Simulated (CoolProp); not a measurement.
Vapour-liquid equilibrium of CH2F2 (R32) (1) + R142b (2) at 226.2 K; x and y are mole fractions of (1).

Computed with CoolProp (multi-fluid Helmholtz-energy mixture model, Tillner-Roth 1997 and Lemmon 2006; pair parameters Bell 2016).

```tsv
x	bubble pressure (MPa)	y at the bubble point	dew pressure at overall composition x (MPa)	liquid density (mol/L)
0.05	0.02400	0.358	0.01689	12.99
0.15	0.03991	0.651	0.01869	13.64
0.25	0.05500	0.773	0.02091	14.35
0.35	0.06852	0.837	0.02374	15.12
0.45	0.08021	0.877	0.02744	15.98
0.55	0.09021	0.905	0.03251	16.93
0.65	0.09893	0.926	0.03986	18.00
0.75	0.1070	0.945	0.05143	19.20
0.85	0.1149	0.964	0.07187	20.58
0.95	0.1234	0.987	0.1090	22.17
```

No azeotrope shows between x = 0.05 and 0.95.

The pair parameters rest on a limited set of measurements; away from them the model extrapolates.
